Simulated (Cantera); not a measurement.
A Cantera script and what it prints.

```python
import numpy as np
import cantera as ct

gas_names = [...]  # 77 gases of nasa_gas.yaml made of C, H, Ti
cond_names = """
    C(gr) C6H6(L) C7H8(L) C8H18(L),n-octa Ti(a) Ti(b) Ti(L) TiC(s) TiC(L)
""".split()


# ... load() reads the species with a 1 bar reference pressure and builds the phases ...
atoms = {
    'Ti': {'Ti': 1},
    'C3H8': {'C': 3, 'H': 8},
}
top_T = {'C(gr)': 4500}  # K; cautious upper limits of use, not melting points


# ... equilibrate(T, P, feed) seeds the gas with the atoms and calls Mixture.equilibrate('TP', solver="vcs", rtol=1e-11, max_steps=5000) ...
results = []
feed = {'Ti': 1, 'C3H8': 0.096}  # mol
T = 1075  # K
P = 7600  # Pa
mix = equilibrate(T, P, feed)
results.append((T, P, feed, dict(zip(mix.species_names, mix.species_moles))))
print(gas.report(threshold=0.001))
for i in range(1, mix.n_phases):
    print(f"{mix.phase(i).name:16s} {mix.phase_moles(i):12.5e} mol")
```

Result:

```
       temperature   1075 K
          pressure   7600 Pa
           density   0.0017142 kg/m^3
  mean mol. weight   2.016 kg/kmol
   phase of matter   gas

                          1 kg             1 kmol
                     ---------------   ---------------
          enthalpy         1.139e+07        2.2962e+07  J
   internal energy        6.9564e+06        1.4024e+07  J
           entropy             94175        1.8986e+05  J/K
    Gibbs function       -8.9848e+07       -1.8113e+08  J
 heat capacity c_p             15138             30518  J/K
 heat capacity c_v             11014             22204  J/K

                      mass frac. Y      mole frac. X     chem. pot. / RT
                     ---------------   ---------------   ---------------
                H2                 1                 1           -20.265
     [  +76 minor]        2.6736e-08        5.3246e-08

C(gr)             0.00000e+00 mol
Ti(a)             7.12000e-01 mol
TiC(s)            2.88000e-01 mol
```

Cantera equilibrium calculation (NASA polynomials, part measured and part estimated; ideal gas, pure solids and liquids). Mutual solubility and eutectic melting of coexisting phases are not modelled. TiC: taken at fixed stoichiometry. Condensed phases not in the tables: N, O or C dissolved in the metal.
